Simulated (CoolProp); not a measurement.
A Linde-Hampson liquefier for dry air: isothermal reversible compression at 300 K from 1 atm to 5 MPa, throttling to 1 atm, return gas leaving the recuperator 2 K below the feed. Each further row changes one setting.

The numbers come from the reference Helmholtz-energy equation of state, Lemmon 2000 in CoolProp. It is a pseudo-pure fit of the blend.

| case | liquid yield per pass | compression work (kJ/kg of gas) |
|---|---|---|
| as stated | 0.020 | 335 |
| high pressure 10 MPa | [?] | [?] |
| warm-end temperature 330 K | 0.014 | 369 |
| warm-end gap 7 K | [?] | 335 |

### Question
Complete the blanks.

### Answer

- high pressure 10 MPa, liquid yield per pass: 0.043
- high pressure 10 MPa, compression work (kJ/kg of gas): 394
- warm-end gap 7 K, liquid yield per pass: 0.008
